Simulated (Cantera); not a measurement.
An isothermal, constant-pressure homogeneous reactor starts with N2O = 1 (molar parts), at 1050 K and 1.10 bar.

Cantera simulation using GRI-Mech 3.0 (53 species, 325 reactions); the numbers are that mechanism's predictions, not measurements. GRI-Mech 3.0 was tuned for natural gas; its chemistry of N2O as a main component is partial and can be far from experiment. The mechanism lacks the step 2 NO + O2 → 2 NO2, which can matter for NO2 below about 1400 K. The temperature is held fixed by assumption; the heat of reaction is taken as removed at once.

x: mole fraction; the columns are a selection and need not sum to one.

```json
[
 {"t (s)": "2.00e-5", "x N2O": "1.000", "x O2": "1.34e-7", "x N2": "3.76e-7", "x O": "[?]", "x NO": "1.50e-8", "x NO2": "<1e-12"},
 {"t (s)": "7.02e-5", "x N2O": "1.000", "x O2": "6.97e-7", "x N2": "1.55e-6", "x O": "1.16e-7", "x NO": "7.80e-8", "x NO2": "<1e-12"},
 {"t (s)": "0.000246", "x N2O": "1.000", "x O2": "2.72e-6", "x N2": "5.71e-6", "x O": "1.16e-7", "x NO": "3.05e-7", "x NO2": "3.87e-12"},
 {"t (s)": "0.000865", "x N2O": "1.000", "x O2": "9.83e-6", "x N2": "2.03e-5", "x O": "1.16e-7", "x NO": "1.10e-6", "x NO2": "5.14e-11"},
 {"t (s)": "0.00304", "x N2O": "1.000", "x O2": "3.48e-5", "x N2": "7.16e-5", "x O": "1.16e-7", "x NO": "3.89e-6", "x NO2": "6.31e-10"},
 {"t (s)": "0.0107", "x N2O": "1.000", "x O2": "0.000122", "x N2": "0.000252", "x O": "1.16e-7", "x NO": "1.37e-5", "x NO2": "7.64e-9"},
 {"t (s)": "0.0374", "x N2O": "0.999", "x O2": "0.000429", "x N2": "0.000883", "x O": "1.16e-7", "x NO": "4.80e-5", "x NO2": "8.89e-8"},
 {"t (s)": "0.131", "x N2O": "0.995", "x O2": "0.00150", "x N2": "0.00309", "x O": "1.16e-7", "x NO": "0.000167", "x NO2": "9.08e-7"},
 {"t (s)": "0.461", "x N2O": "0.983", "x O2": "0.00523", "x N2": "0.0108", "x O": "1.15e-7", "x NO": "0.000577", "x NO2": "6.57e-6"},
 {"t (s)": "1.62", "x N2O": "0.944", "x O2": "0.0177", "x N2": "0.0365", "x O": "1.12e-7", "x NO": "0.00194", "x NO2": "2.94e-5"},
 {"t (s)": "5.68", "x N2O": "0.823", "x O2": "0.0559", "x N2": "0.115", "x O": "[?]", "x NO": "0.00597", "x NO2": "9.75e-5"},
 {"t (s)": "19.9", "x N2O": "0.546", "x O2": "0.144", "x N2": "0.296", "x O": "[?]", "x NO": "0.0144", "x NO2": "0.000241"},
 {"t (s)": "70.0", "x N2O": "0.191", "x O2": "0.258", "x N2": "0.528", "x O": "[?]", "x NO": "0.0221", "x NO2": "0.000377"}
]
```

Q: Complete the blanks.

A: 
- 2.00e-5, x O: 1.02e-7
- 5.68, x O: 1.03e-7
- 19.9, x O: 7.92e-8
- 70.0, x O: 3.82e-8
